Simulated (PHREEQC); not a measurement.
PHREEQC input (Pitzer model, pitzer.dat):

```
SOLUTION 1
  temp 25
  units mol/kgw
  pH 7 charge
  Cl 0.2162
  Mg 0.043
  Ca 0.061
  K 0.0082
END
USE solution 1
INCREMENTAL_REACTIONS false
REACTION 1
  H2O -1
  0 9.886 18.011 24.689 30.178 34.689 38.397 41.444
  43.949 46.007 47.699 49.089 50.232 51.172 51.944 52.578
  53.1 53.528 53.88 54.17 54.408 moles
EQUILIBRIUM_PHASES 1
  Bischofite 0 0
  Brucite 0 0
  Carnallite 0 0
  Portlandite 0 0
  Sylvite 0 0
  MgCl2_4H2O 0 0
SELECTED_OUTPUT 1
  -reset false
  -pH true
  -pe true
  -ionic_strength true
  -water true
  -activities H2O
  -totals Ca Cl K Mg
  -molalities H+ K+ Mg+2 Ca+2 Cl- OH- MgOH+
  -equilibrium_phases Bischofite Brucite Carnallite Portlandite Sylvite MgCl2_4H2O
PRINT
  -reset false
END
```

Selected output (columns that matter, 10 of 21 rows; water left (kg) added in front):

```
water left (kg)	pH	mu	Ca	Cl	K	Mg	m_H+	m_K+	m_Mg+2	m_Ca+2	m_Cl-	m_OH-	la_H2O
1	6.7409	0.3202	0.061	0.2162	0.0082	0.043	2.3382e-07	0.0082	0.043	0.061	0.2162	1.1122e-07	-0.0022109
0.675514	6.6886	0.47401	0.090302	0.32005	0.012139	0.063655	2.6004e-07	0.012139	0.063655	0.090302	0.32005	1.1386e-07	-0.003284
0.456313	6.6241	0.70171	0.13368	0.4738	0.01797	0.094234	2.9081e-07	0.01797	0.094233	0.13368	0.4738	1.1681e-07	-0.0049157
0.253345	6.4896	1.2639	0.24078	0.85338	0.032367	0.16973	3.4994e-07	0.032367	0.16973	0.24078	0.85338	1.1972e-07	-0.0092093
0.171138	6.3572	1.871	0.35644	1.2633	0.047915	0.25126	4.0468e-07	0.047915	0.25126	0.35644	1.2633	1.1774e-07	-0.014353
0.115613	6.1657	2.7696	0.52762	1.87	0.070927	0.37193	4.8431e-07	0.070927	0.37193	0.52762	1.87	1.0894e-07	-0.023108
0.0780853	5.8792	4.1006	0.7812	2.7688	0.10501	0.55068	6.1616e-07	0.10501	0.55068	0.7812	2.7688	9.0363e-08	-0.038911
0.0433504	5.1512	7.3863	1.4071	4.9873	0.18916	0.99192	1.0831e-06	0.18916	0.99192	1.4071	4.9873	4.8287e-08	-0.09389
0.0292979	4.3605	10.929	2.0821	7.3794	0.27988	1.4677	1.9231e-06	0.27988	1.4677	2.0821	7.3794	2.3181e-08	-0.17976
0.0197855	3.2164	16.184	3.0831	10.927	0.41445	2.1733	4.1715e-06	0.41445	2.1733	3.0831	10.927	8.5067e-09	-0.35833
```

Species that the database lacks are ignored.
